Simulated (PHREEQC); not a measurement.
NaOH is added in steps, without added water, to 1 kg of water holding 1.9 mmol/kgw HNO3, 11 mmol/kgw NaCl and 66 mmol/kgw MnSO4, at 27 °C. No oxygen is let in. CO2 from the air is kept out. The run lets Pyrochroite, Halite precipitate or redissolve, and no other solid.

Base run: PHREEQC, ion-association model, phreeqc.dat. Each further column changes one thing. The table gives Mn+2 (mol/kgw).

```json
[
 {"NaOH added (mol)": "0", "base": "0.0381", "metal-ligand complexes left out": "0.0660", "Davies equation for every ion": "0.0386", "database wateq4f.dat": "0.0381", "all activity coefficients set to 1": "0.0168"},
 {"NaOH added (mol)": "0.02187", "base": "0.0314", "metal-ligand complexes left out": "0.0559", "Davies equation for every ion": "0.0318", "database wateq4f.dat": "0.0314", "all activity coefficients set to 1": "0.0120"},
 {"NaOH added (mol)": "0.04813", "base": "0.0234", "metal-ligand complexes left out": "0.0428", "Davies equation for every ion": "0.0237", "database wateq4f.dat": "0.0234", "all activity coefficients set to 1": "0.00767"},
 {"NaOH added (mol)": "0.07", "base": "0.0171", "metal-ligand complexes left out": "0.0319", "Davies equation for every ion": "0.0173", "database wateq4f.dat": "0.0171", "all activity coefficients set to 1": "0.00500"},
 {"NaOH added (mol)": "0.09187", "base": "0.0110", "metal-ligand complexes left out": "0.0209", "Davies equation for every ion": "0.0111", "database wateq4f.dat": "0.0110", "all activity coefficients set to 1": "0.00292"},
 {"NaOH added (mol)": "0.1181", "base": "0.00404", "metal-ligand complexes left out": "0.00785", "Davies equation for every ion": "0.00407", "database wateq4f.dat": "0.00403", "all activity coefficients set to 1": "0.000973"},
 {"NaOH added (mol)": "0.14", "base": "3.57e-8", "metal-ligand complexes left out": "3.79e-8", "Davies equation for every ion": "3.39e-8", "database wateq4f.dat": "3.49e-8", "all activity coefficients set to 1": "5.90e-9"}
]
```

 phreeqc.dat and wateq4f.dat share most of their constants, so their agreement is no independent check. Solids allowed in the column 'database wateq4f.dat': Pyrochroite, Halite, Mirabilite.
